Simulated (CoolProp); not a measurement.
A single-stage vapour-compression cycle with R1336mzz(E): evaporating at 326.15 K (dew point), condensing at 351.15 K (bubble point), superheat 10 K, subcooling 2 K, compressor efficiency 0.65, no pressure losses. Each further row changes one setting.

Model: reference Helmholtz-energy equation of state, Akasaka 2023, in CoolProp.

```json
[
 {"case": "as stated", "cooling COP": "[?]", "pressure ratio": "1.93", "discharge temperature (K)": "360.1", "refrigerating effect (kJ/kg)": "107", "volumetric capacity (kJ/m³)": "3370"},
 {"case": "evaporating temperature 331.15 K", "cooling COP": "9.51", "pressure ratio": "[?]", "discharge temperature (K)": "360.3", "refrigerating effect (kJ/kg)": "110", "volumetric capacity (kJ/m³)": "[?]"},
 {"case": "condensing temperature 346.15 K", "cooling COP": "[?]", "pressure ratio": "1.71", "discharge temperature (K)": "[?]", "refrigerating effect (kJ/kg)": "113", "volumetric capacity (kJ/m³)": "3580"},
 {"case": "subcooling 7 K", "cooling COP": "7.73", "pressure ratio": "1.93", "discharge temperature (K)": "360.1", "refrigerating effect (kJ/kg)": "113", "volumetric capacity (kJ/m³)": "3580"},
 {"case": "superheat 20 K", "cooling COP": "7.50", "pressure ratio": "1.93", "discharge temperature (K)": "370.1", "refrigerating effect (kJ/kg)": "116", "volumetric capacity (kJ/m³)": "3500"},
 {"case": "compressor efficiency 0.55", "cooling COP": "6.15", "pressure ratio": "1.93", "discharge temperature (K)": "362.8", "refrigerating effect (kJ/kg)": "107", "volumetric capacity (kJ/m³)": "3370"}
]
```

Task: Fill in the missing entries.

Result: 
- as stated, cooling COP: 7.27
- evaporating temperature 331.15 K, pressure ratio: 1.68
- evaporating temperature 331.15 K, volumetric capacity (kJ/m³): 4000
- condensing temperature 346.15 K, cooling COP: 9.46
- condensing temperature 346.15 K, discharge temperature (K): 355.4
